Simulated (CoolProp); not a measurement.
Vapour-liquid equilibrium of benzene (1) + toluene (2) at 13.65 °C; x and y are mole fractions of (1).

Computed with CoolProp (multi-fluid Helmholtz-energy mixture model, Thol 2012 and Lemmon 2006; pair parameters Bell 2016).

| x | bubble pressure (MPa) | y at the bubble point | dew pressure at overall composition x (MPa) | liquid density (mol/L) |
|---|---|---|---|---|
| 0.05 | 0.002314 | 0.156 | (withheld) | 9.552 |
| 0.125 | 0.002703 | (withheld) | 0.002258 | 9.675 |
| 0.2 | 0.003095 | 0.469 | (withheld) | 9.801 |
| 0.275 | 0.003490 | 0.573 | 0.002560 | 9.930 |
| 0.35 | 0.003885 | 0.656 | 0.002744 | 10.06 |
| 0.425 | 0.004282 | 0.724 | 0.002956 | 10.20 |
| 0.5 | 0.004679 | 0.781 | 0.003204 | 10.33 |
| 0.575 | 0.005077 | 0.828 | (withheld) | 10.47 |
| 0.65 | (withheld) | 0.869 | 0.003853 | (withheld) |
| 0.725 | 0.005872 | (withheld) | 0.004287 | 10.76 |
| 0.8 | 0.006270 | 0.935 | 0.004833 | 10.92 |
| 0.875 | 0.006667 | 0.962 | (withheld) | 11.07 |
| 0.95 | 0.007064 | 0.985 | 0.006491 | 11.23 |

Q: What belongs in the gaps?

A: 
- 0.05, dew pressure at overall composition x (MPa): 0.002132
- 0.125, y at the bubble point: 0.334
- 0.2, dew pressure at overall composition x (MPa): 0.002399
- 0.575, dew pressure at overall composition x (MPa): 0.003498
- 0.65, bubble pressure (MPa): 0.005475
- 0.65, liquid density (mol/L): 10.62
- 0.725, y at the bubble point: 0.904
- 0.875, dew pressure at overall composition x (MPa): 0.005541

No azeotrope shows between x = 0.05 and 0.95.

The pair parameters rest on a limited set of measurements; away from them the model extrapolates.
